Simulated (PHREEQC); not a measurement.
A solution holds 0.015 mol HF and 0.017 mol Na2HPO4 per kg of water, at 25 °C. Closed to the air; pH follows from the charge balance.

Model: ion-association model, wateq4f.dat, run in PHREEQC.

Each row changes one thing in this solution. No solid was allowed to form.

```json
[
 {"case": "as made", "pH": "6.10", "ionic strength (mol/kgw)": "0.0357", "NaF (mol/kgw)": "0.000200", "HF (mol/kgw)": "1.45e-5", "HF2- (mol/kgw)": "8.32e-7"},
 {"case": "HF from 0.015 to 0.0015 mol/kgw", "pH": "…", "ionic strength (mol/kgw)": "0.0486", "NaF (mol/kgw)": "1.90e-5", "HF (mol/kgw)": "…", "HF2- (mol/kgw)": "1.13e-10"},
 {"case": "Na2HPO4 replaced by Na2SO4 at the same molality", "pH": "2.67", "ionic strength (mol/kgw)": "0.0496", "NaF (mol/kgw)": "…", "HF (mol/kgw)": "0.0101", "HF2- (mol/kgw)": "0.000156"},
 {"case": "0.00031 mol/kgw HBr added", "pH": "6.02", "ionic strength (mol/kgw)": "0.0354", "NaF (mol/kgw)": "0.000200", "HF (mol/kgw)": "1.75e-5", "HF2- (mol/kgw)": "1.00e-6"},
 {"case": "Na2HPO4 from 0.017 to 0.034 mol/kgw", "pH": "6.98", "ionic strength (mol/kgw)": "0.0848", "NaF (mol/kgw)": "0.000339", "HF (mol/kgw)": "1.73e-6", "HF2- (mol/kgw)": "9.93e-8"}
]
```

Complete the blanks.


- HF from 0.015 to 0.0015 mol/kgw, pH: 7.96
- HF from 0.015 to 0.0015 mol/kgw, HF (mol/kgw): 1.97e-8
- Na2HPO4 replaced by Na2SO4 at the same molality, NaF (mol/kgw): 4.95e-5

H3PO4, which wateq4f.dat lacks, is added to it with the constant of phreeqc.dat.
